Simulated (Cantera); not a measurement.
## Fe(CO)5 + O2 + N2 (iron carbonyl, mercury and lead vapours)

Feed: 1 mol Fe(CO)5, 0.011 mol O2, 9.7 mol N2, equilibrated at 0.000470 bar.

These are equilibrium values from Cantera (NASA tables, ideal gas, pure condensed phases), not measurements of a reactor. Candidate condensed phases: C, Fe, Fe(CO)5, FeO, Fe2O3, Fe3O4; 27 gas species. Rates play no part.

From 873 K to 1173 K the condensed part is Fe(α). From 1248 K to 1473 K the condensed part is Fe(γ).

```tsv
T (K)	x N2	x CO	x CO2	x Fe	x FeO	n Fe(α)	n Fe(γ)
873	0.660	0.339	0.00150	<1e-12	<1e-12	1.00	0
948	0.660	0.339	0.00150	2.13e-12	<1e-12	1.00	0
1023	0.660	0.339	0.00150	9.54e-11	<1e-12	1.00	0
1098	0.660	0.339	0.00150	2.48e-9	<1e-12	1.00	0
1173	0.660	0.339	0.00150	4.18e-8	<1e-12	1.000	0
1248	0.660	0.339	0.00150	4.96e-7	3.70e-12	0	1.000
1323	0.660	0.339	0.00150	4.42e-6	6.10e-11	0	1.000
1398	0.660	0.339	0.00150	3.10e-5	7.38e-10	0	1.000
1473	0.660	0.339	0.00150	0.000178	6.89e-9	0	0.997
```
x: gas mole fraction; n: condensed amount in mol.
